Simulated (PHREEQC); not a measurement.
0.12 g of hydrous ferric oxide (600 m²/g; 0.2 weak and 0.005 strong sites per Fe, Dzombak-Morel constants, diffuse double layer) in 1 kg of water with 0.005 mol/kgw of an inert sodium salt and 0.81 mmol/kgw NaH2PO4 and 0.041 mmol/kgw MgCl2, at 25 °C; the pH is set by adding NaOH or the inert anion's acid. O2 is buffered at 0.21 atm. CO2 from the air is kept out. No solid was allowed to form.

The series has 17 steps of pH, from 4 to 10.

The numbers come from PHREEQC with the ion-association model, wateq4f.dat.

Question: Near which pH is half of the Mg sorbed, and on which side is more sorbed?

Answer: Near pH 8.1, with more sorbed at higher pH.

Question: At which pH does the surface charge pass through zero?

Answer: Near pH 4.9.

Complexes and solids missing from the database can't appear. H3PO4, which wateq4f.dat lacks, is added to it with the constant of phreeqc.dat.
